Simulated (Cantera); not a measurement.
A perfectly stirred reactor is fed with CH₄ : H₂O : H₂ = 1 : 2.9 : 0.18 (molar parts), at 5.00 bar; it is held at 1850 K, and followed from long to short residence time.

Computed with Cantera and GRI-Mech 3.0 (53 species, 325 reactions).

Task: Predict: x(CH₄) at τ = 0.740 s; x(H₂O) at τ = 0.740 s; x(H₂) at τ = 0.740 s; x(C₂H) at τ = 0.740 s; x(CH₂O) at τ = 0.740 s; x(CH₄) at τ = 11.0 ms; x(H₂O) at τ = 11.0 ms; x(H₂) at τ = 11.0 ms; x(C₂H) at τ = 11.0 ms; x(CH₂O) at τ = 11.0 ms.

Result: x(CH₄) at τ = 0.740 s: 0.00747
x(H₂O) at τ = 0.740 s: 0.310
x(H₂) at τ = 0.740 s: 0.524
x(C₂H) at τ = 0.740 s: 6.74e-9
x(CH₂O) at τ = 0.740 s: 5.65e-7
x(CH₄) at τ = 11.0 ms: 0.0490
x(H₂O) at τ = 11.0 ms: 0.488
x(H₂) at τ = 11.0 ms: 0.359
x(C₂H) at τ = 11.0 ms: 1.68e-7
x(CH₂O) at τ = 11.0 ms: 7.34e-6
